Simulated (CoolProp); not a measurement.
A Linde-Hampson liquefier for ethane: isothermal reversible compression at 320 K from 1 atm to 20 MPa, throttling to 1 atm, return gas leaving the recuperator 10 K below the feed. Each further row changes one setting.

The numbers come from the reference Helmholtz-energy equation of state, Bücker 2006 in CoolProp.

```tsv
case	liquid yield per pass	compression work (kJ/kg of gas)
as stated	?	366
high pressure 40 MPa	?	414
warm-end temperature 350 K	0.364	?
warm-end gap 15 K	0.444	366
```

### Question
Some entries are withheld; supply them.

### Answer

- as stated, liquid yield per pass: 0.451
- high pressure 40 MPa, liquid yield per pass: 0.446
- warm-end temperature 350 K, compression work (kJ/kg of gas): 429
